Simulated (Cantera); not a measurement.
**Reactions in the system H-N-O-V**

Source: NASA polynomial tables (part measured, part estimated), evaluated in Cantera. Values are per mole of reaction as written; species without (g) are pure solids or liquids, kept so even where they would boil at 1 bar. VN: taken at fixed stoichiometry.

V + NO₂(g) + H₂(g) ⇌ VN + H₂O₂(g)

```
T (K)  ΔH° (kJ)  ΔS° (J/K)  ΔG° (kJ)  log10 K
-----  --------  ---------  --------  -------
1225     -388.1     -130.9    -227.7     9.71
1275     -387.8     -130.7    -221.1     9.06
1325     -387.6     -130.6    -214.6     8.46
1375     -387.4     -130.4    -208.1     7.90
1425     -387.1     -130.2    -201.6     7.39
1475     -386.9     -130.1    -195.1     6.91
1525     -386.6     -129.9    -188.6     6.46
1575     -386.4     -129.7    -182.1     6.04
1625     -386.1     -129.6    -175.6     5.64
1675     -385.8     -129.4    -169.1     5.27
1725     -385.6     -129.2    -162.6     4.92
```
